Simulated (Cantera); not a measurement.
Standard-state values (1 bar) from the NASA 1993 polynomials, evaluated with Cantera. Values are per mole of reaction as written; species without (g) are pure solids or liquids, kept so even where they would boil at 1 bar.

**Question.** Between 300 and 1775 K, where is each reaction favourable under standard conditions?
- NH3(g) + 2 B2O2(g) → NO(g) + 3 OH(g) + 4 B

**Answer.** 
- NH3(g) + 2 B2O2(g) → NO(g) + 3 OH(g) + 4 B: ΔG° is 1135 kJ at 300 K and 949 kJ at 1775 K; it stays positive (K < 1). ΔH° is 1190 kJ and ΔS° 136 J/K at 1775 K.
